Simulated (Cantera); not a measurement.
A closed system holds: 1 mol BF3, a varied amount of NH3, held at 1.90 mbar.

Equilibrium computed with Cantera from the NASA thermochemical tables; the gas is ideal and each condensed phase is pure. Candidate condensed phases: B, BN; 31 gas species. The tables' values for BF2 are old estimates. The numbers say what is thermodynamically allowed, not how fast it happens.

Stable condensed phases, one row left out:

```
T in K \ n(NH3) in mol
         0.38 0.53 0.74    1  1.4    2  2.8  3.9  5.5  7.7   11   15
   1625     A    A    A    A    A    B    B    B    B    B    B    B
   1525     B    B    B    B    B    B    B    B    B    B    B    B
   1475     B    B    B    B    B    B    B    B    B    B    B    B
   1425     B    B    B    B    B    B    B    B    B    B    B    B
   1375     B    B    B    B    B    B    B    B    B    B    B    B
   1325     B    B    B    B    B    B    B    B    B    B    B    B
   1275     B    B    B    B    B    B    B    B    B    B    B    B
   1225     B    B    B    B    B    B    B    B    B    B    B    B
```

A: gas only; B: BN.

Q: Give the row for 1575 K.

A: 0.38: gas only; 0.53: gas only; 0.74: BN; 1: BN; 1.4: BN; 2: BN; 2.8: BN; 3.9: BN; 5.5: BN; 7.7: BN; 11: BN; 15: BN.
